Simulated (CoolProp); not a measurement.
Vapour-liquid equilibrium of dimethyl ether (1) + R236FA (2) at 295.3 K; x and y are mole fractions of (1).

Computed with CoolProp (multi-fluid Helmholtz-energy mixture model, Wu 2011 and Pan 2012; pair parameters Bell 2016).

Task: Give the bubble pressure and the first vapour's composition at x = 0.45, 0.55, 0.75. Is there an azeotrope?

Result: x = 0.45: 3.018 bar, y = 0.593; x = 0.55: 3.322 bar, y = 0.716; x = 0.75: 4.163 bar, y = 0.896. No azeotrope shows between x = 0.05 and 0.95.

The pair parameters rest on a limited set of measurements; away from them the model extrapolates.
